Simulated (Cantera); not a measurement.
A freely propagating, adiabatic, planar premixed flame of CH₄ : C₂H₆ : C₃H₈ : O₂ : N₂ = 1 : 0.049 : 0.46 : 4.56 : 12.3 (molar parts), unburnt at 600 K and 0.740 bar; unity-Lewis-number transport, grid criteria slope 0.08 and curve 0.16, no radiation.

Cantera simulation using GRI-Mech 3.0 (53 species, 325 reactions); the numbers are that mechanism's predictions, not measurements. GRI-Mech 3.0 was tuned for natural gas; its chemistry of propane as a main component is partial and can be far from experiment. Unity Lewis numbers drop preferential diffusion, which matters most where H2 and H carry the flame. Burning velocities carry a grid error of a few per cent, more on coarse grids.

Problem. Predict: laminar burning velocity; thermal thickness; peak x(C₂H₂); peak x(CH₃).

Solution. laminar burning velocity: 157 cm/s
thermal thickness: 0.326 mm
peak x(C₂H₂): 0.000885
peak x(CH₃): 0.00365
